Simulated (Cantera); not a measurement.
Charge: 1 mol SiCl4, 1.4 mol O2, 5 mol N2, held at 975 °C and 3.60 mbar.

Method: chemical equilibrium by Gibbs-energy minimisation in Cantera with the NASA 1993 tables (ideal gas, pure condensed phases). The tables hold silica as quartz up to 1696 K and as liquid above; real silica turns to tridymite and cristobalite and melts near 1996 K. Equilibrium is a limit: real reactors are often held back by kinetics, nucleation or transport.

```
species                before    after
-------------------  --------  -------
N2                      0.655    0.668
Cl2                     0.231    0.256
O2                     0.0523   0.0534
Cl                     0.0614   0.0226
ClO                   3.03e-5  1.37e-5
NO                   0.000127  6.00e-5
SiO2(β-quartz), mol      1.00     1.00
```
Gas species are given as mole fractions.

### Question
Which change was made?
A) temperature from 975 °C to 1577 °C
B) temperature from 975 °C to 627 °C
C) temperature from 975 °C to 875 °C
D) temperature from 975 °C to 1475 °C

### Answer
C, temperature from 975 °C to 875 °C
